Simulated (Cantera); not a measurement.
Feed: 1 mol Al(CH₃)₃, 24 mol N₂O, 57 mol H₂, at 2.78 Torr.

Equilibrium computed with Cantera from the NASA thermochemical tables; the gas is ideal and each condensed phase is pure. Candidate condensed phases: Al, AlN, Al₂O₃, C, C₆H₆, C₇H₈, C₈H₁₈, H₂O; 148 gas species. The feed counts by its element totals alone. The numbers say what is thermodynamically allowed, not how fast it happens. All values below are at 1150 K.

Base state: H₂ 0.484, N₂ 0.271, H₂O 0.211, CO 0.0248, CO₂ 0.00911 (mole fractions); condensed: Al₂O₃(s).

What changes in the equilibrium state with this change: H₂ from 57 to 110 mol?


```csv
species,before,after
H₂,0.484,0.674
N₂,0.271,0.170
H₂O,0.211,0.135
CO,0.0248,0.0182
CO₂,0.00911,0.00305
"Al₂O₃(s), mol",0.500,0.500
```
